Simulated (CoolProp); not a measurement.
Vapour pressure (bar) of n-perfluorohexane: the reference equation beside estimates from Tc = 448.0 K, pc = 17.42 bar, ω = 0.497.

Computed with CoolProp (reference Helmholtz-energy equation of state, Gao 2022).

```
T (K)  reference  Lee-Kesler  van der Waals  Redlich-Kwong  Soave-Redlich-Kwong
-----  ---------  ----------  -------------  -------------  -------------------
238.5   0.009060    0.009186         0.7314        0.09009             0.009287
247.3    0.01735     0.01745         0.9189         0.1404              0.01761
256.2    0.03160     0.03162          1.140         0.2115              0.03184
265      0.05440     0.05426          1.393         0.3066              0.05454
273.9    0.09009     0.08974          1.685         0.4333              0.09003
282.7     0.1426      0.1420          2.012         0.5941               0.1423
291.6     0.2190      0.2182          2.383         0.7986               0.2183
300.4     0.3243      0.3235          2.793          1.048               0.3234
```

Absolute difference from the reference over all 8 rows, mean and median: Lee-Kesler 0.5 and 0.4 %, van der Waals 2996.0 and 2115.5 %, Redlich-Kwong 477.7 and 422.3 %, Soave-Redlich-Kwong 0.7 and 0.3 %.
